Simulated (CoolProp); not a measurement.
The fluid at 298.15 K and 0.185 MPa is compressed adiabatically to 0.411 MPa with isentropic efficiency 0.7. The same conditions are run with several fluids, on thermodynamics alone (safety and materials aside).

The numbers come from the reference Helmholtz-energy equation of state of each fluid (n-butane: Bücker 2006; isobutane: Bücker 2006; propane: Lemmon 2009; carbon monoxide: Lemmon 2006; CH3F (R41): Lemmon 2006) in CoolProp.

```
fluid            work (kJ/kg)  final temperature (K)  final density (kg/m³)
---------------  ------------  ---------------------  ---------------------
n-butane                 46.6                  328.4                   9.66
isobutane                47.1                  328.6                      ?
propane                     ?                  337.2                   6.77
carbon monoxide             ?                  406.8                   3.40
CH3F (R41)                  ?                  375.3                   4.55
```

**Question.** Fill in the missing entries.

**Answer.** 
- isobutane, final density (kg/m³): 9.53
- propane, work (kJ/kg): 64.5
- carbon monoxide, work (kJ/kg): 113
- CH3F (R41), work (kJ/kg): 89.2
